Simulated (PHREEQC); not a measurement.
Synthetic water in mmol/kgw, 25 °C, pH 4.1, pe 9.8: Na 6.89; K 3.36; Ca 7.1; Mg 4.54; Cl 5.32; S(6) 13.8; F 0.121.

Valence states are taken as typed.

The numbers come from PHREEQC with the ion-association model, wateq4f.dat.

```tsv
quantity	before	after
ionic strength (mol/kgw)	0.0429	0.0480
SO4-2 (mol/kgw)	0.00968	0.00870
Ca+2 (mol/kgw)	0.00488	0.00513
K+ (mol/kgw)	0.00326	0.00327
Mg+2 (mol/kgw)	0.00293	0.00620
CaSO4 (mol/kgw)	0.00221	0.00197
SI of Fluorite (CaF2)	-0.20	-0.26
SI of Gypsum (CaSO4:2H2O)	-0.37	-0.42
```

Q: Which change was made?
(A) temperature from 25 to 10 °C at the same typed pH
(B) all concentrations times 2 at the same typed pH
(C) Mg from 4.54 to 9.08 mmol/kgw

A: C, Mg from 4.54 to 9.08 mmol/kgw

No solid was allowed to form.
